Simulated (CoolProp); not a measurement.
Saturated liquid density (kg/m³) of methanol: the reference equation beside estimates from Tc = 513.4 K, pc = 8.216 MPa, ω = 0.565. Rackett uses Z = 0.29056 − 0.08775 ω.

Model: reference Helmholtz-energy equation of state, de Reuck 1993, in CoolProp.

```
T (K)  reference  Rackett  van der Waals  Redlich-Kwong  Soave-Redlich-Kwong  Peng-Robinson
-----  ---------  -------  -------------  -------------  -------------------  -------------
399.9      678.7    645.1          325.7          463.3                510.8          578.6
406        670.7    635.8          321.3          455.4                502.8          569.8
412.1      662.3      ___          316.8          447.3                494.6          560.6
418.2      653.6    616.5          312.1          438.9                  ___          550.9
424.4      644.3    606.3          307.2          430.0                  ___          540.6
430.5      634.7    595.9          302.2          421.0                467.1          529.8
436.6      624.7    585.1          297.0          411.6                457.0          518.4
442.7      614.0    573.9          291.6          401.8                446.4          506.4
448.9      602.6    562.0          285.8          391.4                435.0          493.4
455        590.6    549.8          279.9          380.8                423.0          479.7
461.1      577.8    536.9          273.6          369.5                410.3          465.0
467.2      563.9      ___          266.9          357.6                396.7          449.3
473.4      548.6    508.3          259.6          344.8                381.7          431.9
479.5      531.9    492.5          251.9          331.2                365.6          413.2
485.6      513.0    475.0          243.5          316.4                348.0          392.5
```

Task: Complete the blanks.

Result: 
- 412.1, Rackett: 626.3
- 418.2, Soave-Redlich-Kwong: 485.9
- 424.4, Soave-Redlich-Kwong: 476.6
- 467.2, Rackett: 523.2

Absolute difference from the reference over all 15 rows, mean and median: Rackett 6.4 and 6.5 %, van der Waals 52.4 and 52.5 %, Redlich-Kwong 34.7 and 34.6 %, Soave-Redlich-Kwong 27.7 and 27.3 %, Peng-Robinson 18.1 and 17.5 %.
